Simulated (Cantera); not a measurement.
Input: 1 mol CuO, 2200 mol H2, 16 mol N2, equilibrated at 1600 K and 0.100 bar.

Cantera equilibrium calculation (NASA polynomials, part measured and part estimated; ideal gas, pure solids and liquids). Candidate condensed phases: Cu, CuO, Cu(OH)2, Cu2O, H2O; 27 gas species. Equilibrium is a limit: real reactors are often held back by kinetics, nucleation or transport.

Base state: H2 0.992, N2 0.00722, H2O 0.000451, Cu 0.000398, H 0.000171 (mole fractions); condensed: Cu(l).

**Question.** What changes in the equilibrium state with this change: CuO replaced by ZrO2?

**Answer.** 
```tsv
species	before	after
H2	0.992	0.993
N2	0.00722	0.00722
H	0.000171	0.000171
H2O	0.000451	7.92e-6
Cu	0.000398	0
Cu(l), mol	0.117	0
ZrN(s), mol	0	0.00878
ZrO2(tetragonal), mol	0	0.991
```
Mutual solubility and eutectic melting of coexisting phases are not modelled. ZrN: taken at fixed stoichiometry. Condensed phases not in the tables: solid solutions among these carbides, nitrides and lower oxides. Further candidate phases: Zr, ZrN, ZrO2.

**Question.** What changes in the equilibrium state with this change: temperature from 1600 K to 875 K?

**Answer.** 
```json
[
 {"species": "H2", "before": "0.992", "after": "0.992"},
 {"species": "N2", "before": "0.00722", "after": "0.00721"},
 {"species": "H2O", "before": "0.000451", "after": "0.000451"},
 {"species": "Cu", "before": "0.000398", "after": "<1e-9"},
 {"species": "H", "before": "0.000171", "after": "<1e-9"},
 {"species": "NH3", "before": "3.92e-7", "after": "1.25e-5"},
 {"species": "Cu(l), mol", "before": "0.117", "after": "0"},
 {"species": "Cu(s), mol", "before": "0", "after": "1.00"}
]
```
